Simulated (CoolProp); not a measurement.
Vapour pressure (bar) of ammonia: the reference equation beside estimates from Tc = 405.6 K, pc = 113.6 bar, ω = 0.256. Clausius-Clapeyron is anchored at 316.4 K with a constant enthalpy of vaporisation of 18.47 kJ/mol.

Computed with CoolProp (reference Helmholtz-energy equation of state, Gao 2020).

```
T (K)  reference  Lee-Kesler  Clausius-Clapeyron  van der Waals  Redlich-Kwong  Soave-Redlich-Kwong  Peng-Robinson
-----  ---------  ----------  ------------------  -------------  -------------  -------------------  -------------
287.2      7.055       7.068               8.325          24.16          10.95                7.063          7.030
294.5      8.947       8.992               10.08          27.40          13.44                8.988            [?]
301.8      11.20       11.29               12.10          30.90          16.31                11.29          11.19
309.1      13.87       13.99               14.40          34.68          19.59                14.01          13.87
316.4      17.00       17.16               17.00            [?]          23.31                17.21          17.00
323.7      20.62       20.82               19.91          43.10          27.49                20.91          20.65
331        24.80       25.03               23.16          47.75          32.16                25.19          24.86
338.2      29.52       29.76               26.72          52.64            [?]                30.01          29.61
345.5      34.95       35.20               30.70          57.90          43.00                  [?]          35.09
```

Problem. Some entries are withheld; supply them.

Solution. 
- 294.5, Peng-Robinson: 8.925
- 316.4, van der Waals: 38.75
- 338.2, Redlich-Kwong: 37.27
- 345.5, Soave-Redlich-Kwong: 35.56

Absolute difference from the reference over all 9 rows, mean and median: Lee-Kesler 0.7 and 0.8 %, Clausius-Clapeyron 8.2 and 8.0 %, van der Waals 138.7 and 127.9 %, Redlich-Kwong 38.0 and 37.1 %, Soave-Redlich-Kwong 1.1 and 1.2 %, Peng-Robinson 0.2 and 0.2 %.
